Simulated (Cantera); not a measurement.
# SiH₄ + N₂ (silicon nitride deposition)

Feed: 1 mol SiH₄, 39 mol N₂, at 552 °C and 17.0 mbar.

These are equilibrium values from Cantera (NASA tables, ideal gas, pure condensed phases), not measurements of a reactor. Candidate condensed phases: Si, Si₃N₄; 18 gas species. N₂ is the only nitrogen source here; it is nearly inert below about 1500 K, so the nitride shown seldom forms there in practice. The numbers say what is thermodynamically allowed, not how fast it happens.

* **x(N₂)**: 0.950
* **x(H₂)**: 0.0496
* **n(Si₃N₄(s))**: 0.333 mol
* **gas amount**: 40.33 mol
* **log10 activity of Si(s) (absent)**: -8.76
